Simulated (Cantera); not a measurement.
Cantera run, input and output.

```python
import numpy as np
import cantera as ct

surf = ct.Interface("diamond.yaml", "diamond_100")
gas, bulk = surf.adjacent["gas"], surf.adjacent["diamond"]
k = surf.kinetics_species_index(bulk.species_names[0])
cover = ["c6HH", "c6H*", "c6*H", "c6**", "c6HM", "c6B"]

rows, drift = [], 0.0
print(f"{'P':>10s}{'um/h':>11s}" + "".join(f"{s:>11s}" for s in cover))
for v in [620, 1100, 1800, 3100, 5200, 8900, 15000, 26000]:
    T, P, xH, xCH3 = 1400, v, 0.0041, 0.00034
    gas.TPX = T, P, {"H": xH, "CH3": xCH3, "CH4": 0.0081, "H2": 1 - xH - xCH3 - 0.0081}
    surf.TP = bulk.TP = T, P
    surf.coverages = "c6H*:0.1, c6HH:0.9"
    surf.advance_coverages(100.0)
    before = surf.coverages
    surf.advance_coverages(100.0)
    drift = max(drift, np.max(np.abs(surf.coverages - before) / (surf.coverages + 1e-9)))
    rate = surf.net_production_rates[k] * bulk.mean_molecular_weight / bulk.density * 3.6e9
    rows.append([rate, *surf[cover].coverages])
    print(f"{v:10.4g}{rate:11.4e}" + "".join(f"{x:11.3e}" for x in rows[-1][1:]))
```

Output:

```
         P       um/h       c6HH       c6H*       c6*H       c6**       c6HM        c6B
       620 1.2339e-01  3.458e-01  5.899e-02  5.399e-01  5.481e-02  1.160e-05  3.348e-10
      1100 3.2282e-01  3.461e-01  5.896e-02  5.396e-01  5.465e-02  2.195e-05  8.760e-10
      1800 6.9623e-01  3.462e-01  5.895e-02  5.395e-01  5.451e-02  3.804e-05  1.889e-09
      3100 1.5287e+00  3.463e-01  5.894e-02  5.393e-01  5.437e-02  6.937e-05  4.148e-09
      5200 3.0724e+00  3.463e-01  5.894e-02  5.391e-01  5.426e-02  1.213e-04  8.337e-09
      8900 6.1388e+00  3.463e-01  5.895e-02  5.389e-01  5.417e-02  2.132e-04  1.666e-08
   1.5e+04 1.1903e+01  3.462e-01  5.898e-02  5.386e-01  5.411e-02  3.626e-04  3.230e-08
   2.6e+04 2.4209e+01  3.461e-01  5.903e-02  5.382e-01  5.407e-02  6.227e-04  6.569e-08
```

Computed with Cantera and the Harris–Goodwin 1993 mechanism for the reconstructed diamond (100) surface.
